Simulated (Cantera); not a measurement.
Input: 1 mol Si, a varied amount of HCl, equilibrated at 450 K and 0.000570 bar.

Cantera equilibrium calculation (NASA polynomials, part measured and part estimated; ideal gas, pure solids and liquids). Candidate condensed phases: Si; 19 gas species. Rates play no part.

Q: Which condensed phases are stable at each of these points (n(HCl) (mol)): 2.5, 4.1, 5.6, 7.2, 8.7, 10, 12?

A: 
| n(HCl) (mol) | condensed phases | Si condensed (%) |
|---|---|---|
| 2.5 | Si(s) | 36.4 |
| 4.1 | gas only | 0.0 |
| 5.6 | gas only | 0.0 |
| 7.2 | gas only | 0.0 |
| 8.7 | gas only | 0.0 |
| 10 | gas only | 0.0 |
| 12 | gas only | 0.0 |

At 2.5 mol HCl the condensed part is Si(s). From 4.1 mol HCl to 12 mol HCl nothing is condensed.
